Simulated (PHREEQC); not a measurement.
NaHS is added in steps, without added water, to 1 kg of water holding 0.0063 mol/kgw H2S, 0.003 mol/kgw NaOH and 0.045 mol/kgw MnCl2, at 25 °C. The system is closed to oxygen. The system is closed to CO2. The run lets Pyrochroite, MnS(Green), Halite precipitate or redissolve, and no other solid.

Base run: PHREEQC, ion-association model, wateq4f.dat. Each further column changes one thing. The table gives pH.

```tsv
NaHS added (mol)	base	H2S from 0.0063 to 0.00315 mol/kgw
0	6.76	7.97
0.04219	7.33	7.38
0.09281	7.24	7.27
0.135	7.25	7.28
0.1772	7.29	7.32
0.2278	7.36	7.39
0.27	7.42	7.45
```

The polysulfide entries of wateq4f.dat were taken out for this run.
